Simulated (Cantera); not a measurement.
Input (Python, Cantera) and output of one run.

```python
import numpy as np
import cantera as ct

gas_names = """
    CL CL2 H HCL H2 Si SiCL SiCL2 SiCL3 SiCL4 SiH SiHCL3 SiH2 SiH2CL2 SiH3 SiH3CL SiH4 Si2 Si3
""".split()
cond_names = """
    Si(cr) Si(L)
""".split()


# ... load() reads the species with a 1 bar reference pressure and builds the phases ...
atoms = {
    'SiH2Cl2': {'Si': 1, 'H': 2, 'CL': 2},
    'Cl2': {'CL': 2},
    'H2': {'H': 2},
}
top_T = {}  # K; cautious upper limits of use, not melting points


# ... equilibrate(T, P, feed) seeds the gas with the atoms and calls Mixture.equilibrate('TP', solver="vcs", rtol=1e-11, max_steps=5000) ...
results = []
feed = {'SiH2Cl2': 1, 'Cl2': 0.005, 'H2': 340}  # mol
T = 1073.15  # K
P = 21000  # Pa
mix = equilibrate(T, P, feed)
results.append((T, P, feed, dict(zip(mix.species_names, mix.species_moles))))
x = sorted(zip(gas.X, gas.species_names), reverse=True)
print(f"T = {T:g} K  P = {P:g} Pa  gas = {mix.phase_moles(0):.4g} mol")
print("   x: " + "  ".join(f"{s} {v:.3e}" for v, s in x if v > 1e-06))
print("   condensed (mol): " + ("  ".join(f"{mix.phase(i).name} {mix.phase_moles(i):.4g}"
      for i in range(1, mix.n_phases) if mix.phase_moles(i) > 1e-12) or "none"))
```

Output:

```
T = 1073.15 K  P = 21000 Pa  gas = 341.9 mol
   x: H2 9.947e-01  HCL 4.970e-03  SiHCL3 1.476e-04  SiCL4 6.014e-05  SiCL2 4.835e-05  SiH2CL2 4.230e-05  SiCL3 1.349e-05  SiH3CL 3.184e-06
   condensed (mol): Si(cr) 0.8922
```

Method: chemical equilibrium by Gibbs-energy minimisation in Cantera with the NASA 1993 tables (ideal gas, pure condensed phases). The tables' values for SiCl3 are old estimates; treat these amounts as uncertain.
